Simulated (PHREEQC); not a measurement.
Consider water at 20 °C with 0.012 mol/kgw H2SeO4, 0.33 mol/kgw HCl and 0.00018 mol/kgw FeCl3. Closed to the air; pH follows from the charge balance.

The numbers come from PHREEQC with the ion-association model, wateq4f.dat.

The pH is 0.57 and the ionic strength is 0.347 mol/kgw. The activity of water comes out as 0.988 and the total alkalinity is -354 meq/kg.

```
species  molality  activity   log γ
-------  --------  --------  ------
H+          0.344     0.268  -0.109
Cl-         0.330     0.222  -0.173
HSeO4-    0.00969   0.00710  -0.135
SeO4-2    0.00231  0.000668  -0.539
FeCl+2    9.91e-5   2.45e-5  -0.606
Fe+3      4.10e-5   4.30e-6  -0.980
FeCl2+    3.90e-5   2.86e-5  -0.135
FeCl3     5.86e-7   6.34e-7   0.035
FeOH+2    3.07e-7   7.59e-8  -0.606
```

No solid was allowed to form. Complexes and solids missing from the database can't appear.
